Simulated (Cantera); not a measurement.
An adiabatic, constant-volume homogeneous reactor starts with CH₄ : O₂ : N₂ = 1 : 4.65 : 17.5 (molar parts), equivalence ratio 0.43, at 1800 K and 1.01 bar. Integrator tolerance rtol = 1e-08.

Detailed kinetics in Cantera: GRI-Mech 3.0 (53 species, 325 reactions).

Problem. What does this change do: pressure from 1.01 bar to 11.0 bar?

Solution. 
```tsv
quantity	before	after
time of steepest temperature rise	0.104 ms	13.1 µs
temperature at 0.300 s	2645 K	2741 K
equilibrium temperature	2645 K	2741 K
x(CH₄) at 0.300 s	<1e-12 (gas-phase equilibrium <1e-12)	<1e-12 (gas-phase equilibrium <1e-12)
x(O₂) at 0.300 s	0.101 (gas-phase equilibrium 0.101)	0.100 (gas-phase equilibrium 0.100)
x(CH₃) at 0.300 s	<1e-12 (gas-phase equilibrium <1e-12)	<1e-12 (gas-phase equilibrium <1e-12)
x(H₂) at 0.300 s	0.00224 (gas-phase equilibrium 0.00224)	0.00106 (gas-phase equilibrium 0.00106)
x(NO) at 0.300 s	0.0197 (gas-phase equilibrium 0.0197)	0.0227 (gas-phase equilibrium 0.0227)
x(H) at 0.300 s	0.00178 (gas-phase equilibrium 0.00178)	0.000529 (gas-phase equilibrium 0.000529)
x(C₂H) at 0.300 s	<1e-12 (gas-phase equilibrium <1e-12)	<1e-12 (gas-phase equilibrium <1e-12)
```

Problem. What does this change do: pressure from 1.01 bar to 5.00 bar?

Solution. 
| quantity | before | after |
|---|---|---|
| time of steepest temperature rise | 0.104 ms | 25.2 µs |
| temperature at 0.300 s | 2645 K | 2714 K |
| equilibrium temperature | 2645 K | 2714 K |
| x(CH₄) at 0.300 s | <1e-12 (gas-phase equilibrium <1e-12) | <1e-12 (gas-phase equilibrium <1e-12) |
| x(O₂) at 0.300 s | 0.101 (gas-phase equilibrium 0.101) | 0.101 (gas-phase equilibrium 0.101) |
| x(CH₃) at 0.300 s | <1e-12 (gas-phase equilibrium <1e-12) | <1e-12 (gas-phase equilibrium <1e-12) |
| x(H₂) at 0.300 s | 0.00224 (gas-phase equilibrium 0.00224) | 0.00139 (gas-phase equilibrium 0.00139) |
| x(NO) at 0.300 s | 0.0197 (gas-phase equilibrium 0.0197) | 0.0218 (gas-phase equilibrium 0.0218) |
| x(H) at 0.300 s | 0.00178 (gas-phase equilibrium 0.00178) | 0.000816 (gas-phase equilibrium 0.000816) |
| x(C₂H) at 0.300 s | <1e-12 (gas-phase equilibrium <1e-12) | <1e-12 (gas-phase equilibrium <1e-12) |
